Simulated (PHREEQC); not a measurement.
## Reverse-osmosis permeate (model solution)

Synthetic water in mg/L, 20 °C, pH 5.65, pe -0.9:

| constituent | mg/L |
|---|---|
| Na | 1.8 |
| K | 0.112 |
| Ca | 4.94 |
| Mg | 2.04 |
| Cl | 2.26 |
| S(6) as SO4 | 2.77 |
| Alkalinity as HCO3 | 26.5 |
| Br | 0.726 |

Valence states are taken as typed.

Equilibrium calculation in PHREEQC: ion-association model, phreeqc.dat.

Precipitation was switched off in this run.

Task: Estimate the charge-balance error.

Result: charge-balance error -6.5 %.

Task: In which forms is S present?

Result: SO4-2 97 %, CaSO4 1.6 %, MgSO4 1.3 % of the S.
